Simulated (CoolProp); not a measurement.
A Linde-Hampson liquefier for methane: isothermal reversible compression at 300 K from 1 atm to 25 MPa, throttling to 1 atm, return gas leaving the recuperator 5 K below the feed. Each further row changes one setting.

Computed with CoolProp (reference Helmholtz-energy equation of state, Setzmann 1991).

```csv
case,liquid yield per pass,compression work (kJ/kg of gas)
as stated,0.210,808
high pressure 50 MPa,0.240,916
warm-end temperature 330 K,0.159,907
warm-end gap 10 K,0.201,808
```
